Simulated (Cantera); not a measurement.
An isothermal, constant-pressure homogeneous reactor starts with NO : N₂ = 1 : 0.19 (molar parts), at 1523 K and 36000 Pa. Integrator tolerance rtol = 1e-08.

Detailed kinetics in Cantera: GRI-Mech 3.0 (53 species, 325 reactions).

**Question.** What does this change do: temperature 1523 to 1473 K?

**Answer.** 
```json
[
 {"quantity": "x(NO) at 80.0 s", "before": "0.523 (gas-phase equilibrium 0.00166)", "after": "0.639 (gas-phase equilibrium 0.00130)"},
 {"quantity": "x(NO₂) at 80.0 s", "before": "0.00135 (gas-phase equilibrium 7.03e-6)", "after": "0.00153 (gas-phase equilibrium 6.41e-6)"},
 {"quantity": "x(O) at 80.0 s", "before": "3.75e-6 (gas-phase equilibrium 5.99e-6)", "after": "1.52e-6 (gas-phase equilibrium 3.03e-6)"},
 {"quantity": "x(O₂) at 80.0 s", "before": "0.158 (gas-phase equilibrium 0.419)", "after": "0.0995 (gas-phase equilibrium 0.420)"},
 {"quantity": "x(N₂) at 80.0 s", "before": "0.318 (gas-phase equilibrium 0.579)", "after": "0.260 (gas-phase equilibrium 0.579)"},
 {"quantity": "x(N₂O) at 80.0 s", "before": "8.77e-5 (gas-phase equilibrium 5.21e-8)", "after": "0.000127 (gas-phase equilibrium 4.14e-8)"}
]
```

**Question.** What does this change do: temperature 1523 to 1650 K?

**Answer.** 
| quantity | before | after |
|---|---|---|
| x(NO) at 80.0 s | 0.523 (gas-phase equilibrium 0.00166) | 0.206 (gas-phase equilibrium 0.00290) |
| x(NO₂) at 80.0 s | 0.00135 (gas-phase equilibrium 7.03e-6) | 0.000535 (gas-phase equilibrium 8.66e-6) |
| x(O) at 80.0 s | 3.75e-6 (gas-phase equilibrium 5.99e-6) | 2.46e-5 (gas-phase equilibrium 2.81e-5) |
| x(O₂) at 80.0 s | 0.158 (gas-phase equilibrium 0.419) | 0.317 (gas-phase equilibrium 0.419) |
| x(N₂) at 80.0 s | 0.318 (gas-phase equilibrium 0.579) | 0.477 (gas-phase equilibrium 0.578) |
| x(N₂O) at 80.0 s | 8.77e-5 (gas-phase equilibrium 5.21e-8) | 1.45e-5 (gas-phase equilibrium 8.79e-8) |
